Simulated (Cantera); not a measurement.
Feed: 1 mol SiH₄, 0.64 mol Cl₂, 38 mol N₂, held at 1723 K and 2.10 mbar.

Cantera equilibrium calculation (NASA polynomials, part measured and part estimated; ideal gas, pure solids and liquids). The tables' values for SiCl, SiCl₃, SiN are old estimates; treat these amounts as uncertain. The numbers say what is thermodynamically allowed, not how fast it happens.

| species | before | after |
|---|---|---|
| N₂ | 0.934 | 0.948 |
| H₂ | 0.0432 | 0.0488 |
| HCl | 0.0112 | 0.00128 |
| SiCl₂ | 0.00997 | 0.000116 |
| Si | 0.000468 | 0.000468 |
| SiCl₃ | 1.76e-5 | 2.22e-8 |
| SiCl | 0.000161 | 1.73e-5 |
| Cl | 0.000165 | 1.79e-5 |
| H | 0.000827 | 0.000879 |
| Si₂N | 2.05e-5 | 2.06e-5 |
| SiN | 1.16e-5 | 1.17e-5 |
| Si(l), mol | 0.566 | 0.973 |
Gas species are given as mole fractions.

Q: Name the change that produced these shifts.
A) temperature from 1723 K to 1248 K
B) Cl₂ from 0.64 to 0.031 mol
C) Cl₂ from 0.64 to 0.011 mol
D) temperature from 1723 K to 1275 K

A: B, Cl₂ from 0.64 to 0.031 mol. The tables' values for SiCl, SiN are old estimates; treat these amounts as uncertain
